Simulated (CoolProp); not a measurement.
A simple Rankine cycle with cis-2-butene: condensing at 318.15 K, boiler at 1.25 MPa, turbine inlet 369 K, turbine efficiency 0.7, pump efficiency 0.7, no recuperator. Each further row changes one setting.

Model: reference Helmholtz-energy equation of state, Lemmon 2005, in CoolProp. It is a short technical equation, of lower accuracy than the large ones.

```tsv
case	thermal efficiency (%)	net work (kJ/kg)	heat in (kJ/kg)	turbine exit temperature (K)	volume ratio over the turbine
as stated	7.9	…	426	…	…
turbine inlet 389 K	7.9	37.0	468	…	3.29
condensing temperature 310.15 K	9.0	…	445	325.3	4.23
boiler pressure 0.875 MPa	…	25.4	442	345.2	…
turbine efficiency 0.6	6.7	28.4	426	334.4	3.41
```

Question: Complete the blanks.

Answer: 
- as stated, net work (kJ/kg): 33.5
- as stated, turbine exit temperature (K): 331.4
- as stated, volume ratio over the turbine: 3.37
- turbine inlet 389 K, turbine exit temperature (K): 353.7
- condensing temperature 310.15 K, net work (kJ/kg): 40.2
- boiler pressure 0.875 MPa, thermal efficiency (%): 5.7
- boiler pressure 0.875 MPa, volume ratio over the turbine: 2.27
